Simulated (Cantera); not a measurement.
## Pyrogenic steam for wet oxidation

An isothermal, constant-pressure homogeneous reactor starts with H2 : O2 : N2 = 1.3 : 1 : 11 (molar parts), equivalence ratio 0.65, at 1350 K and 750 Torr.

Computed with Cantera and the H2/O2 subset of GRI-Mech 3.0, which has no nitrogen chemistry. The temperature is held fixed by assumption; the heat of reaction is taken as removed at once.

| t (s) | x H2 | x O2 | x HO2 | x O | x H2O | x OH |
|---|---|---|---|---|---|---|
| 0.000200 | 0.00292 | 0.0285 | 1.54e-5 | 0.00144 | 0.0974 | 0.00162 |
| 0.000479 | 0.000528 | 0.0277 | 8.71e-6 | 0.000223 | 0.102 | 0.000618 |
| 0.00115 | 8.32e-5 | 0.0276 | 2.53e-6 | 3.43e-5 | 0.103 | 0.000244 |
| 0.00275 | 1.51e-5 | 0.0276 | 5.91e-7 | 6.97e-6 | 0.103 | 0.000111 |
| 0.00660 | 3.60e-6 | 0.0277 | 1.60e-7 | 1.89e-6 | 0.103 | 5.83e-5 |
| 0.0158 | 1.11e-6 | 0.0277 | 5.36e-8 | 6.31e-7 | 0.103 | 3.37e-5 |
| 0.0379 | 4.16e-7 | 0.0277 | 2.34e-8 | 2.45e-7 | 0.103 | 2.10e-5 |
| 0.0909 | 1.96e-7 | 0.0277 | 1.50e-8 | 1.14e-7 | 0.103 | 1.43e-5 |
| 0.218 | 1.35e-7 | 0.0277 | 1.33e-8 | 7.57e-8 | 0.103 | 1.16e-5 |
| 0.522 | 1.27e-7 | 0.0277 | 1.31e-8 | 7.07e-8 | 0.103 | 1.12e-5 |
| 1.25 | 1.27e-7 | 0.0277 | 1.31e-8 | 7.06e-8 | 0.103 | 1.12e-5 |
| 3.00 | 1.27e-7 | 0.0277 | 1.31e-8 | 7.06e-8 | 0.103 | 1.12e-5 |
x: mole fraction; the columns are a selection and need not sum to one.

Equilibrium at this temperature and pressure: H2 1.27e-7, O2 0.0277, HO2 1.31e-8, O 7.06e-8, H2O 0.103, OH 1.12e-5 (gas phase only).
